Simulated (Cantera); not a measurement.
Cantera run:

```python
import numpy as np
import cantera as ct

gas_names = """
    H HNO HNO2 HNO3 HO2 H2 H2O H2O2 N NH NH2 NH3 NH2OH NO NO2 NO3 N2 N2H2 N2H4 N2O O OH O2 O3 Si SiH
    SiH2 SiH3 SiH4 SiN SiO SiO2 Si2 Si2N Si3
""".split()
cond_names = """
    H2O(s) H2O(L) Si(cr) Si(L) SiO2(Lqz) SiO2(hqz) SiO2(L) Si2N2O(s) Si3N4(a)
""".split()


# ... load() reads the species with a 1 bar reference pressure and builds the phases ...
atoms = {
    'Si3N4': {'Si': 3, 'N': 4},
    'H2O': {'H': 2, 'O': 1},
    'N2': {'N': 2},
}
top_T = {'Si2N2O(s)': 2100, 'Si3N4(a)': 2400}  # K; cautious upper limits of use, not melting points


# ... equilibrate(T, P, feed) seeds the gas with the atoms and calls Mixture.equilibrate('TP', solver="vcs", rtol=1e-11, max_steps=5000) ...
results = []
feed = {'Si3N4': 1, 'H2O': 0.013, 'N2': 5.9}  # mol
T = 2075  # K
for P in [0.1, 2.5, 63, 1600, 40000, 1000000]:
    mix = equilibrate(T, P, feed)
    results.append((T, P, feed, dict(zip(mix.species_names, mix.species_moles))))

top = {s: max(r[3][s] / sum(r[3][g] for g in gas_names) for r in results) for s in gas_names}
cols = sorted((s for s in top if top[s] > 0.001), key=lambda s: -top[s])[:5]
seen = [c for c in cond_names if any(r[3].get(c, 0) > 1e-12 for r in results)]
print("log10 of partial pressures in bar; condensed amounts in mol")
print(f"{'P/Pa':>10s}" + "".join(f"{s[:9]:>10s}" for s in cols + seen))
for T, P, feed, n in results:
    ng = sum(n[g] for g in gas_names)
    print(f"{P:10.4g}" + "".join(f"{np.log10(max(n[s] / ng * P / 1e5, 1e-99)):10.3f}" for s in cols)
          + "".join(f"{n.get(c, 0):10.4g}" for c in seen))
```

It prints:

```
log10 of partial pressures in bar; condensed amounts in mol
      P/Pa        N2        Si         H        H2       Si2     Si(L) Si2N2O(s)  Si3N4(a)
       0.1    -6.141    -6.563    -8.624   -12.099   -11.044         0         0         0
       2.5    -4.743    -5.166    -7.233    -9.317    -8.250         0         0         0
        63    -3.281    -3.992    -5.902    -6.655    -5.901     1.373         0         0
      1600    -1.800    -3.992    -4.924    -4.700    -5.901      2.93         0         0
     4e+04    -0.400    -3.992    -4.178    -3.206    -5.901     2.984         0         0
     1e+06     0.999    -4.906    -3.406    -1.662    -7.730         0   0.01014    0.9923
```

Method: chemical equilibrium by Gibbs-energy minimisation in Cantera with the NASA 1993 tables (ideal gas, pure condensed phases). Mutual solubility and eutectic melting of coexisting phases are not modelled. The tables' values for SiN are old estimates; treat these amounts as uncertain.
